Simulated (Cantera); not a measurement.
Input (Python, Cantera) and output of one run.

```python
import numpy as np
import cantera as ct

gas_names = """
    C CN CO CO2 C2 CCN CNC C2N2 C2O C3 C3O2 C4 C4N2 C5 Fe FeC5O5 FeO N NCO NO NO2 NO3 N2 N2O O O2 O3
""".split()
cond_names = """
    C(gr) Fe(a) Fe(c) Fe(d) Fe(L) FeC5O5(L) FeO(s) FeO(L) Fe2O3(s) Fe3O4(s)
""".split()


# ... load() reads the species with a 1 bar reference pressure and builds the phases ...
atoms = {
    'Fe2O3': {'Fe': 2, 'O': 3},
    'C': {'C': 1},
    'N2': {'N': 2},
    'CO': {'C': 1, 'O': 1},
}
top_T = {'C(gr)': 4500, 'Fe2O3(s)': 1830, 'Fe3O4(s)': 1870}  # K; cautious upper limits of use, not melting points


# ... equilibrate(T, P, feed) seeds the gas with the atoms and calls Mixture.equilibrate('TP', solver="vcs", rtol=1e-11, max_steps=5000) ...
results = []
feed = {'Fe2O3': 1, 'C': 0.78, 'N2': 0.25, 'CO': 16}  # mol
T = 2100  # K
P = 190000  # Pa
mix = equilibrate(T, P, feed)
results.append((T, P, feed, dict(zip(mix.species_names, mix.species_moles))))
x = sorted(zip(gas.X, gas.species_names), reverse=True)
print(f"T = {T:g} K  P = {P:g} Pa  gas = {mix.phase_moles(0):.4g} mol")
print("   x: " + "  ".join(f"{s} {v:.3e}" for v, s in x if v > 0.0001))
print("   condensed (mol): " + ("  ".join(f"{mix.phase(i).name} {mix.phase_moles(i):.4g}"
      for i in range(1, mix.n_phases) if mix.phase_moles(i) > 1e-12) or "none"))
```

Output:

```
T = 2100 K  P = 190000 Pa  gas = 17.04 mol
   x: CO 8.983e-01  CO2 8.645e-02  N2 1.467e-02  Fe 5.574e-04
   condensed (mol): Fe(L) 1.244  FeO(L) 0.7468
```

Cantera equilibrium calculation (NASA polynomials, part measured and part estimated; ideal gas, pure solids and liquids). Each liquid is taken as pure. Mutual solubility and eutectic melting of coexisting phases are not modelled. The tables' stoichiometric FeO is somewhat more stable than real wüstite, so its field is too wide. FeO: taken at fixed stoichiometry.
